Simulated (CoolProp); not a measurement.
CH2F2 (R32) at 312.14 K and 1.93 MPa flows at 0.81 m/s in a round tube of 6 mm bore and 45 µm roughness, fully developed (64/Re and Nu = 3.66 if laminar; Colebrook and Gnielinski if turbulent). Each further row changes one setting.

Computed with CoolProp (reference Helmholtz-energy equation of state, Tillner-Roth 1997).

| case | Reynolds number | Darcy friction factor | pressure drop (Pa/m) | heat-transfer coefficient (W/(m² K)) | mass flow (kg/h) |
|---|---|---|---|---|---|
| as stated | 17100 | … | … | 250 | 4.17 |
| velocity 1.62 m/s | 34200 | 0.0365 | 404 | 492 | 8.34 |
| diameter 12 mm | 34200 | 0.0309 | … | 210 | 16.7 |

Some entries are withheld; supply them.


- as stated, Darcy friction factor: 0.0383
- as stated, pressure drop (Pa/m): 106
- diameter 12 mm, pressure drop (Pa/m): 42.7

Viscosity comes from a separate model (Bell 2016), an estimate that may be off by 10 % or more. Thermal conductivity comes from a separate model (Huber 2003), an estimate that may be off by 10 % or more.
